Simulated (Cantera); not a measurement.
Input: 1 mol CH4, 0.56 mol O2, 0.77 mol H2, held at 0.000140 bar.

Method: chemical equilibrium by Gibbs-energy minimisation in Cantera with the NASA 1993 tables (ideal gas, pure condensed phases). Candidate condensed phases: C, C6H6, C7H8, C8H18, H2O; 110 gas species. Kinetics and transport are ignored. All values below are at 1675 K.

Base state: H2 0.699, CO 0.261, H2O 0.0285, H 0.00821, CO2 0.00321, OH 1.62e-5 (mole fractions); condensed: gas only.

What changes in the equilibrium state with this change: O2 from 0.56 to 0.04 mol?


```
species            before    after
----------------  -------  -------
H2                  0.699    0.962
CO                  0.261   0.0279
H                 0.00821  0.00963
H2O                0.0285  2.09e-9
CO2               0.00321    <1e-9
C2H2 (acetylene)    <1e-9  5.59e-5
C(graphite), mol        0    0.920
```
